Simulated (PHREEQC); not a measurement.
**Acid rinse or clean: an equilibrium model**

A solution holds 2.5 mmol/kgw HF, 31 mmol/kgw ZnSO4 and 0.57 mmol/kgw MnSO4, at 25 °C. Closed to the air; pH follows from the charge balance.

The numbers come from PHREEQC with the ion-association model, phreeqc.dat.

This is a speciation only: nothing precipitates in the calculation.

Task: Estimate the pH, ionic strength.

Result: pH 3.15; ionic strength 0.0736 mol/kgw.

Task: In which forms is F present?

Result: F- 52 %, HF 43 %, ZnF+ 5.3 % of the F.

Complexes and solids missing from the database can't appear.
